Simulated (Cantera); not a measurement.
What does this Cantera script print?

```python
import numpy as np
import cantera as ct

gas_names = [...]  # 87 gases of nasa_gas.yaml made of C, H, Si
cond_names = """
    C(gr) C6H6(L) C7H8(L) C8H18(L),n-octa Si(cr) Si(L) SiC(b)
""".split()


# ... load() reads the species with a 1 bar reference pressure and builds the phases ...
atoms = {
    'SiH4': {'Si': 1, 'H': 4},
    'C2H2': {'C': 2, 'H': 2},
    'H2': {'H': 2},
}
top_T = {'C(gr)': 4500, 'SiC(b)': 3050}  # K; cautious upper limits of use, not melting points


# ... equilibrate(T, P, feed) seeds the gas with the atoms and calls Mixture.equilibrate('TP', solver="vcs", rtol=1e-11, max_steps=5000) ...
results = []
feed = {'SiH4': 1, 'C2H2': 0.058, 'H2': 1100}  # mol
T = 2000  # K
P = 3800  # Pa
mix = equilibrate(T, P, feed)
results.append((T, P, feed, dict(zip(mix.species_names, mix.species_moles))))
x = sorted(zip(gas.X, gas.species_names), reverse=True)
print(f"T = {T:g} K  P = {P:g} Pa  gas = {mix.phase_moles(0):.4g} mol")
print("   x: " + "  ".join(f"{s} {v:.3e}" for v, s in x if v > 1e-06))
print("   condensed (mol): " + ("  ".join(f"{mix.phase(i).name} {mix.phase_moles(i):.4g}"
      for i in range(1, mix.n_phases) if mix.phase_moles(i) > 1e-12) or "none"))
```

Result:

```
T = 2000 K  P = 3800 Pa  gas = 1107 mol
   x: H2 9.909e-01  H 8.304e-03  Si 6.442e-04  SiH 8.481e-05  SiH2 5.915e-05  Si2C 1.766e-05  C2H2,acetylene 7.240e-06  Si2 3.755e-06  CH4 1.544e-06
   condensed (mol): SiC(b) 0.07784
```

These are equilibrium values from Cantera (NASA tables, ideal gas, pure condensed phases), not measurements of a reactor. Gases not in the tables: Si2H6 and higher silanes.
